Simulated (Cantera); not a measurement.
An adiabatic, constant-pressure homogeneous reactor starts with 1.81 % CH4, 11.0 % O2, 82.4 % N2, 4.35 % CO2, 0.417 % H2, at 1725 K and 5.00 bar.

Computed with Cantera and GRI-Mech 3.0 (53 species, 325 reactions).

Question: Predict: time of steepest temperature rise; temperature at 1.00 s; equilibrium temperature; x(O2) at 1.00 s; x(CO2) at 1.00 s; x(NO) at 1.00 s; x(O) at 1.00 s.

Answer: 
| Item | Result |
|---|---|
| time of steepest temperature rise | 41.9 µs |
| temperature at 1.00 s | 2115 K |
| equilibrium temperature | 2115 K |
| x(O2) at 1.00 s | 0.0684 (gas-phase equilibrium 0.0684) |
| x(CO2) at 1.00 s | 0.0614 (gas-phase equilibrium 0.0614) |
| x(NO) at 1.00 s | 0.00592 (gas-phase equilibrium 0.00604) |
| x(O) at 1.00 s | 0.000181 (gas-phase equilibrium 0.000181) |
